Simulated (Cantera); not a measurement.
An adiabatic, constant-volume homogeneous reactor starts with CH4 : C2H6 : O2 : N2 = 1 : 0.23 : 4.84 : 18.2 (molar parts), equivalence ratio 0.58, at 1075 K and 5.00 bar. Integrator tolerance rtol = 1e-08.

Detailed kinetics in Cantera: GRI-Mech 3.0 (53 species, 325 reactions).

```json
[
 {"quantity": "time of steepest temperature rise", "before": "10.4 ms", "after": "25.0 ms"},
 {"quantity": "temperature at 0.900 s", "before": "2501 K", "after": "2464 K"},
 {"quantity": "equilibrium temperature", "before": "2501 K", "after": "2464 K"},
 {"quantity": "x(CH4) at 0.900 s", "before": "<1e-12 (gas-phase equilibrium <1e-12)", "after": "<1e-12 (gas-phase equilibrium <1e-12)"},
 {"quantity": "x(C2H6) at 0.900 s", "before": "<1e-12 (gas-phase equilibrium <1e-12)", "after": "<1e-12 (gas-phase equilibrium <1e-12)"},
 {"quantity": "x(O2) at 0.900 s", "before": "0.0758 (gas-phase equilibrium 0.0758)", "after": "0.0762 (gas-phase equilibrium 0.0762)"},
 {"quantity": "x(H) at 0.900 s", "before": "0.000193 (gas-phase equilibrium 0.000193)", "after": "0.000494 (gas-phase equilibrium 0.000494)"},
 {"quantity": "x(OH) at 0.900 s", "before": "0.00627 (gas-phase equilibrium 0.00627)", "after": "0.00827 (gas-phase equilibrium 0.00827)"}
]
```

Question: Name the change that produced these shifts.
A. pressure from 5.00 bar to 0.240 bar
B. pressure from 5.00 bar to 1.01 bar
C. constant pressure in place of constant volume
D. pressure from 5.00 bar to 13.0 bar

Answer: B, pressure from 5.00 bar to 1.01 bar
